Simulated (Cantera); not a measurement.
Input (Python, Cantera) and output of one run.

```python
import numpy as np
import cantera as ct

gas_names = """
    Br Br2 H HBr H2 Si SiBr SiBr2 SiBr3 SiBr4 SiH SiHBr3 SiH2 SiH2Br2 SiH3 SiH3Br SiH4 Si2 Si3
""".split()
cond_names = """
    Br2(cr) Br2(L) Si(cr) Si(L)
""".split()


def load(file, names, dense=False):
    # The tables refer to 1 bar. Condensed volumes are neglected.
    table = {s.name: s for s in ct.Species.list_from_file(file)}
    out = []
    for n in names:
        d = dict(table[n].input_data)
        d["thermo"] = dict(d["thermo"], **{"reference-pressure": 1e5})
        if dense:
            d["equation-of-state"] = {"model": "constant-volume", "density": "1e6 g/cm^3"}
        out.append(ct.Species.from_dict(d))
    return out


gas = ct.Solution(thermo="ideal-gas", species=load("nasa_gas.yaml", gas_names))
cond = {s.name: ct.Solution(thermo="fixed-stoichiometry", species=[s], name=s.name)
        for s in load("nasa_condensed.yaml", cond_names, dense=True)}
atoms = {
    'Si': {'Si': 1},
    'HBr': {'H': 1, 'Br': 1},
    'H2': {'H': 2},
}
top_T = {}  # K; cautious upper limits of use, not melting points


def equilibrate(T, P, feed):
    n = {}
    for name, mol in feed.items():
        for a, k in atoms[name].items():
            n[a] = n.get(a, 0.0) + k * mol
    gas.TPX = T, P, n
    mass = sum(n.values()) * gas.mean_molecular_weight
    gas.equilibrate("TP")
    valid = [c for c in cond.values() if c.min_temp <= T <= top_T.get(c.name, c.max_temp)]
    mix = ct.Mixture([(gas, mass / gas.mean_molecular_weight)] + [(c, 0.0) for c in valid])
    mix.T, mix.P = T, P
    mix.equilibrate("TP", solver="vcs", rtol=1e-11, max_steps=5000)
    return mix


results = []
feed = {'Si': 1, 'HBr': 16, 'H2': 2.6}  # mol
P = 200  # Pa
for T in [1325, 1375, 1425, 1475, 1525, 1575, 1625, 1675]:
    mix = equilibrate(T, P, feed)
    results.append((T, P, feed, dict(zip(mix.species_names, mix.species_moles))))
    x = sorted(zip(gas.X, gas.species_names), reverse=True)
    print(f"T = {T:g} K  P = {P:g} Pa  gas = {mix.phase_moles(0):.4g} mol")
    print("   x: " + "  ".join(f"{s} {v:.3e}" for v, s in x if v > 1e-06))
    print("   condensed (mol): " + ("  ".join(f"{mix.phase(i).name} {mix.phase_moles(i):.4g}"
          for i in range(1, mix.n_phases) if mix.phase_moles(i) > 1e-12) or "none"))
```

Result:

```
T = 1325 K  P = 200 Pa  gas = 18.38 mol
   x: HBr 7.141e-01  H2 2.196e-01  SiBr2 3.451e-02  SiBr4 1.590e-02  Br 1.184e-02  SiBr3 3.841e-03  SiHBr3 1.533e-04  Br2 2.564e-05  H 1.714e-05
   condensed (mol): none
T = 1375 K  P = 200 Pa  gas = 18.6 mol
   x: HBr 7.130e-01  H2 2.133e-01  SiBr2 4.221e-02  Br 1.991e-02  SiBr4 8.086e-03  SiBr3 3.366e-03  SiHBr3 9.510e-05  Br2 3.770e-05  H 3.538e-05  SiBr 1.284e-06
   condensed (mol): none
T = 1425 K  P = 200 Pa  gas = 18.8 mol
   x: HBr 7.028e-01  H2 2.124e-01  SiBr2 4.669e-02  Br 3.151e-02  SiBr4 3.773e-03  SiBr3 2.668e-03  H 7.029e-05  SiHBr3 5.532e-05  Br2 5.139e-05  SiBr 3.087e-06
   condensed (mol): none
T = 1475 K  P = 200 Pa  gas = 19 mol
   x: HBr 6.841e-01  H2 2.158e-01  SiBr2 4.891e-02  Br 4.725e-02  SiBr3 2.002e-03  SiBr4 1.689e-03  H 1.347e-04  Br2 6.545e-05  SiHBr3 3.145e-05  SiBr 6.823e-06
   condensed (mol): none
T = 1525 K  P = 200 Pa  gas = 19.22 mol
   x: HBr 6.577e-01  H2 2.225e-01  Br 6.753e-02  SiBr2 4.978e-02  SiBr3 1.461e-03  SiBr4 7.449e-04  H 2.495e-04  Br2 7.853e-05  SiHBr3 1.786e-05  SiBr 1.426e-05
   condensed (mol): none
T = 1575 K  P = 200 Pa  gas = 19.49 mol
   x: HBr 6.241e-01  H2 2.316e-01  Br 9.240e-02  SiBr2 4.990e-02  SiBr3 1.050e-03  H 4.472e-04  SiBr4 3.273e-04  Br2 8.926e-05  SiBr 2.865e-05  SiHBr3 1.022e-05
   condensed (mol): none
T = 1625 K  P = 200 Pa  gas = 19.8 mol
   x: HBr 5.844e-01  H2 2.427e-01  Br 1.215e-01  SiBr2 4.955e-02  H 7.773e-04  SiBr3 7.483e-04  SiBr4 1.439e-04  Br2 9.650e-05  SiBr 5.580e-05  SiHBr3 5.907e-06  Si 1.051e-06
   condensed (mol): none
T = 1675 K  P = 200 Pa  gas = 20.16 mol
   x: HBr 5.398e-01  H2 2.553e-01  Br 1.539e-01  SiBr2 4.890e-02  H 1.312e-03  SiBr3 5.296e-04  SiBr 1.059e-04  Br2 9.965e-05  SiBr4 6.344e-05  SiHBr3 3.448e-06  Si 3.276e-06
   condensed (mol): none
```

Equilibrium computed with Cantera from the NASA thermochemical tables; the gas is ideal and each condensed phase is pure. The tables' values for SiBr3, SiBr are old estimates; treat these amounts as uncertain.
